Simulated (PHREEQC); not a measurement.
Solution (20 °C): 0.041 mol/kgw MnSO4, 6.5e-05 mol/kgw ZnCl2, 0.051 mol/kgw H2SO4 and 0.069 mol/kgw Na2SO4. Closed to the air; pH follows from the charge balance.

All values are PHREEQC results (ion-association model, phreeqc.dat), not measurements.

Each row changes one thing in this solution. No solid was allowed to form.

```json
[
 {"case": "as made", "pH": "1.52", "ionic strength (mol/kgw)": "0.305", "SO4-2 (mol/kgw)": "0.0692", "HSO4- (mol/kgw)": "0.0631", "Mn+2 (mol/kgw)": "0.0232", "MnSO4 (mol/kgw)": "0.0178"},
 {"case": "temperature from 20 to 75 °C", "pH": "1.82", "ionic strength (mol/kgw)": "0.252", "SO4-2 (mol/kgw)": "0.0471", "HSO4- (mol/kgw)": "0.0823", "Mn+2 (mol/kgw)": "…", "MnSO4 (mol/kgw)": "0.0221"},
 {"case": "0.014 mol/kgw LiOH added", "pH": "1.60", "ionic strength (mol/kgw)": "0.314", "SO4-2 (mol/kgw)": "0.0744", "HSO4- (mol/kgw)": "0.0557", "Mn+2 (mol/kgw)": "0.0227", "MnSO4 (mol/kgw)": "0.0183"},
 {"case": "ZnCl2 from 6.5e-05 to 1.3e-05 mol/kgw", "pH": "1.52", "ionic strength (mol/kgw)": "0.305", "SO4-2 (mol/kgw)": "0.0692", "HSO4- (mol/kgw)": "0.0631", "Mn+2 (mol/kgw)": "0.0232", "MnSO4 (mol/kgw)": "0.0178"},
 {"case": "diluted 100-fold with water", "pH": "3.06", "ionic strength (mol/kgw)": "0.00486", "SO4-2 (mol/kgw)": "0.00146", "HSO4- (mol/kgw)": "8.96e-5", "Mn+2 (mol/kgw)": "0.000362", "MnSO4 (mol/kgw)": "4.80e-5"},
 {"case": "Na2SO4 left out", "pH": "1.36", "ionic strength (mol/kgw)": "0.166", "SO4-2 (mol/kgw)": "0.0301", "HSO4- (mol/kgw)": "0.0479", "Mn+2 (mol/kgw)": "…", "MnSO4 (mol/kgw)": "0.0140"},
 {"case": "temperature from 20 to 25 °C", "pH": "1.54", "ionic strength (mol/kgw)": "0.299", "SO4-2 (mol/kgw)": "0.0669", "HSO4- (mol/kgw)": "0.0648", "Mn+2 (mol/kgw)": "0.0226", "MnSO4 (mol/kgw)": "0.0184"}
]
```

What belongs in the gaps?


- temperature from 20 to 75 °C, Mn+2 (mol/kgw): 0.0189
- Na2SO4 left out, Mn+2 (mol/kgw): 0.0271

Complexes and solids missing from the database can't appear. Constants without temperature data keep their 25 °C values here.
